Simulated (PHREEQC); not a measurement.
Consider water at 14 °C with 0.0012 mol CuCl2, 0.00083 mol HNO3, 0.073 mol H3BO3 and 0.021 mol HBr per kg of water. Closed to the air; pH follows from the charge balance.

Computed with PHREEQC (ion-association model, wateq4f.dat).

```yaml
pH: 1.72
ionic_strength: 0.0254 mol/kgw
total_alkalinity: -21.8 meq/kg
```

| species | molality | activity | log γ |
|---|---|---|---|
| H3BO3 | 0.0730 | 0.0734 | 0.003 |
| H+ | 0.0218 | 0.0193 | -0.054 |
| Br- | 0.0210 | 0.0181 | -0.065 |
| Cl- | 0.00240 | 0.00205 | -0.067 |
| Cu+2 | 0.00120 | 0.000684 | -0.243 |
| NO3- | 0.000830 | 0.000708 | -0.069 |
| CuCl+ | 2.52e-6 | 2.16e-6 | -0.066 |
| H2BO3- | 2.10e-9 | 1.78e-9 | -0.071 |

Precipitation was switched off in this run. Species that the database lacks are ignored. Constants without temperature data keep their 25 °C values here.
